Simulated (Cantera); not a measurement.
Charge: 1 mol PbO, 2.9 mol H₂, at 202 °C and 14000 Pa.

Method: chemical equilibrium by Gibbs-energy minimisation in Cantera with the NASA 1993 tables (ideal gas, pure condensed phases). Candidate condensed phases: H₂O, Pb, PbO, PbO₂, Pb₃O₄; 12 gas species. Kinetics and transport are ignored.

Base state: H₂ 0.655, H₂O 0.345 (mole fractions); condensed: Pb(s).

What changes in the equilibrium state with this change: temperature from 202 °C to 1127 °C?


```
species     before    after
----------  ------  -------
H₂           0.655    0.614
H₂O          0.345    0.323
Pb           <1e-9   0.0622
Pb₂          <1e-9  1.31e-5
H            <1e-9  1.02e-5
Pb(s), mol    1.00        0
Pb(l), mol       0    0.807
```
